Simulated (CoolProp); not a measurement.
R141b along the isobar 2.23 MPa: fugacity coefficient from the reference equation and from simpler models built on Tc = 477.5 K, pc = 4.212 MPa, ω = 0.220; each cubic takes its own stable root.

Computed with CoolProp (reference Helmholtz-energy equation of state, Lemmon 2006). It is a short technical equation, of lower accuracy than the large ones.

```tsv
T (K)	phase	reference
382.3	liquid	0.3366
394.1	liquid	0.4155
405.8	liquid	0.5029
417.6	liquid	0.5998
429.4	liquid	0.7042
441.2	gas	0.7745
452.9	gas	0.7946
464.7	gas	0.8123
476.5	gas	0.8279
488.2	gas	0.8417
500	gas	0.8542
```

### Question
How far does each simpler model (van der Waals, Redlich-Kwong, Soave-Redlich-Kwong, Peng-Robinson) lie from the reference over these 11 states: mean and median of the absolute difference, and the worst?

### Answer
- van der Waals: mean 22.6 %, median 4.6 %, worst +80.0 % at 382.3 K and 2.23 MPa
- Redlich-Kwong: mean 7.2 %, median 0.9 %, worst +22.9 % at 382.3 K and 2.23 MPa
- Soave-Redlich-Kwong: mean 0.8 %, median 0.6 %, worst +1.5 % at 382.3 K and 2.23 MPa
- Peng-Robinson: mean 2.0 %, median 2.4 %, worst -2.5 % at 464.7 K and 2.23 MPa

At some of these states van der Waals, Redlich-Kwong gives the other phase, because its saturation line lies elsewhere.
